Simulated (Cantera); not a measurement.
Feed: 1 mol B₂O₃, 1.7 mol NH₃, 63 mol H₂, at 1875 K and 10.0 mbar.

Cantera equilibrium calculation (NASA polynomials, part measured and part estimated; ideal gas, pure solids and liquids). Candidate condensed phases: B, BN, B₂O₃, B₃O₃H₃, H₂O; 39 gas species. Equilibrium is a limit: real reactors are often held back by kinetics, nucleation or transport.

Base state: H₂ 0.952, N₂ 0.0126, HBO 0.0121, HBO₂ 0.00933, H 0.00640, B₂O₃ 0.00287, H₂O 0.00257, BO 0.00134 (mole fractions); condensed: gas only.

What changes in the equilibrium state with this change: B₂O₃ replaced by borazine?


| species | before | after |
|---|---|---|
| H₂ | 0.952 | 0.981 |
| N₂ | 0.0126 | 0.0122 |
| H | 0.00640 | 0.00649 |
| HBO | 0.0121 | 0 |
| HBO₂ | 0.00933 | 0 |
| BH₂ | 1.81e-7 | 7.72e-5 |
| B₂O₃ | 0.00287 | 0 |
| H₂O | 0.00257 | 0 |
| BN(s), mol | 0 | 2.99 |
The feed counts by its element totals alone. The tables' values for BH₂ are old estimates; treat these amounts as uncertain.

What changes in the equilibrium state with this change: pressure from 10.0 mbar to 0.133 bar?


```
species    before     after
-------  --------  --------
H₂          0.952     0.957
HBO        0.0121    0.0127
N₂         0.0126    0.0126
H         0.00640   0.00176
BO        0.00134  0.000384
B₂O₂     0.000512  0.000565
B₂O₃      0.00287   0.00301
H₂O       0.00257   0.00246
```

What changes in the equilibrium state with this change: B₂O₃ replaced by BCl₃?


```
species      before    after
----------  -------  -------
H₂            0.952    0.943
HCl               0   0.0420
H           0.00640  0.00637
HBO          0.0121        0
HBO₂        0.00933        0
N₂           0.0126  0.00623
BCl               0  0.00200
B₂O₃        0.00287        0
H₂O         0.00257        0
BN(s), mol        0    0.855
```
The tables' values for BCl, BH₂, BCl₂ are old estimates; treat these amounts as uncertain. Further candidate phases: NH₄Cl.
